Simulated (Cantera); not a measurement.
A perfectly stirred reactor is fed with 14.4 % CH₃OH, 18.0 % O₂, 67.6 % N₂, at 85000 Pa; it is adiabatic with a 775 K inlet, and is followed from long to short residence time, starting on the burning branch (τ in s: 0.26, 0.087, 0.029, 0.0095, 0.0031, 0.001, 0.00034, 0.00011, 3.7e-05, 1.2e-05, 4.1e-06).

Model: GRI-Mech 3.0 (53 species, 325 reactions), integrated in Cantera. GRI-Mech 3.0 was tuned for natural gas; its chemistry of methanol as a main component is partial and can be far from experiment.

**Question.** Predict: blow-out, bracketed by the residence times tried; x(CH₃OH) at τ = 0.260 s; x(O₂) at τ = 0.260 s; x(O) at τ = 0.260 s; x(NO₂) at τ = 0.260 s; x(OH) at τ = 0.260 s; x(CH₃OH) at τ = 1.00 ms; x(O₂) at τ = 1.00 ms; x(O) at τ = 1.00 ms; x(NO₂) at τ = 1.00 ms; x(OH) at τ = 1.00 ms.

**Answer.** 
```
Quantity                                                                       Value
------------------------------------------------  ----------------------------------
blow-out, bracketed by the residence times tried  burning at 37.0 µs, out at 12.0 µs
x(CH₃OH) at τ = 0.260 s                                                      2.01e-7
x(O₂) at τ = 0.260 s                                                         0.00208
x(O) at τ = 0.260 s                                                         0.000509
x(NO₂) at τ = 0.260 s                                                        1.36e-7
x(OH) at τ = 0.260 s                                                         0.00574
x(CH₃OH) at τ = 1.00 ms                                                      2.02e-5
x(O₂) at τ = 1.00 ms                                                          0.0101
x(O) at τ = 1.00 ms                                                          0.00315
x(NO₂) at τ = 1.00 ms                                                        1.15e-8
x(OH) at τ = 1.00 ms                                                          0.0116
```
